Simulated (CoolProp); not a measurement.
A Linde-Hampson liquefier for normal hydrogen: isothermal reversible compression at 280 K from 1 atm to 5 MPa, throttling to 1 atm, return gas leaving the recuperator 10 K below the feed. Each further row changes one setting.

Computed with CoolProp (reference Helmholtz-energy equation of state, Leachman 2009).

```csv
case,compression work (kJ/kg of gas)
as stated,4540
high pressure 10 MPa,5370
warm-end temperature 310 K,5020
warm-end gap 15 K,4540
```
